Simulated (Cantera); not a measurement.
Cantera run, input and output.

```python
import numpy as np
import cantera as ct

gas = ct.Solution("gri30.yaml")
gas.TPX = 600, 30000, {'CH4': 1, 'O2': 2.67, 'N2': 8.53}
flame = ct.FreeFlame(gas, width=0.093)
flame.set_refine_criteria(ratio=3, slope=0.08, curve=0.16)
flame.transport_model = "mixture-averaged"
flame.solve(loglevel=0, auto=True)
flame.transport_model = "multicomponent"
flame.soret_enabled = False
flame.solve(loglevel=0, refine_grid=True)
z, T = flame.grid, flame.T
thick = (T[-1] - T[0]) / np.gradient(T, z).max()
show = ['CH4', 'O2', 'C2H4', 'H2O2', 'CH3', 'C2H']
print(f"laminar burning velocity  {flame.velocity[0] * 100:.3f} cm/s")
print(f"burnt temperature         {T[-1]:.1f} K")
print(f"thermal thickness         {thick * 1e3:.4f} mm")
print(f"grid points               {len(z)}")
z0 = z[flame.heat_release_rate.argmax()]
print(f"{'z/mm':>9s}{'T/K':>9s}{'u/(m/s)':>9s}" + "".join(f"{s:>11s}" for s in show))
rows = []
for k in (-3, -2, -1.5, -1, -0.5, -0.25, 0, 0.25, 0.5, 1, 2, 4, 8):
    zz = z0 + k * thick
    rows.append([k * thick, np.interp(zz, z, T), np.interp(zz, z, flame.velocity),
                 *(np.interp(zz, z, flame.X[gas.species_index(s)]) for s in show)])
    print(f"{rows[-1][0] * 1e3:9.3f}{rows[-1][1]:9.1f}{rows[-1][2]:9.3f}" + "".join(f"{x:11.3e}" for x in rows[-1][3:]))
```

Output:

```
laminar burning velocity  171.106 cm/s
burnt temperature         2241.9 K
thermal thickness         0.9134 mm
grid points               155
     z/mm      T/K  u/(m/s)        CH4         O2       C2H4       H2O2        CH3        C2H
   -2.740    600.0    1.712  8.193e-02  2.187e-01  1.418e-09  4.050e-09  5.174e-08  1.540e-19
   -1.827    600.7    1.715  8.180e-02  2.185e-01  3.009e-08  6.155e-08  6.912e-07 -1.666e-18
   -1.370    603.7    1.727  8.151e-02  2.179e-01  2.439e-07  3.396e-07  3.751e-06  4.847e-17
   -0.913    632.2    1.815  7.964e-02  2.154e-01  3.924e-06  1.878e-06  2.895e-05  6.960e-16
   -0.457    904.7    2.630  6.261e-02  1.934e-01  8.377e-05  4.493e-06  4.414e-04  1.494e-12
   -0.228   1261.8    3.707  3.717e-02  1.584e-01  2.302e-04  5.023e-06  1.910e-03  8.555e-10
    0.000   1632.7    4.841  1.063e-02  1.131e-01  1.716e-04  1.283e-06  1.860e-03  4.414e-08
    0.228   1796.0    5.340  1.166e-03  8.409e-02  1.447e-05  3.011e-07  2.921e-04  3.513e-08
    0.457   1835.4    5.447  6.917e-05  7.274e-02  3.336e-07  2.004e-07  1.796e-05  1.955e-09
    0.913   1871.7    5.527  2.383e-07  6.620e-02  2.023e-10  1.805e-07  6.596e-08  2.115e-12
    1.827   1920.8    5.644  7.390e-11  6.288e-02  1.368e-14  1.508e-07  2.278e-11  2.221e-16
    3.653   1985.5    5.807  1.047e-15  6.103e-02  1.617e-19  1.168e-07  4.182e-16  1.039e-19
    7.307   2063.6    6.003  4.123e-19  5.934e-02 -1.162e-18  8.675e-08  1.453e-17 -5.263e-20
```

Model: GRI-Mech 3.0 (53 species, 325 reactions), integrated in Cantera. Burning velocities carry a grid error of a few per cent, more on coarse grids.
